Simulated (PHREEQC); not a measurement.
Solution (10 °C): 2.6e-05 mol/kgw H4SiO4, 2.9e-05 mol/kgw NH4Cl and 2.7e-05 mol/kgw H2SeO4. Closed to the air; pH follows from the charge balance.

Model: ion-association model, wateq4f.dat, run in PHREEQC.

This is a speciation only: nothing precipitates in the calculation.

Question: Predict the pH.

Answer: pH 4.27.

Complexes and solids missing from the database can't appear. Constants without temperature data keep their 25 °C values here.
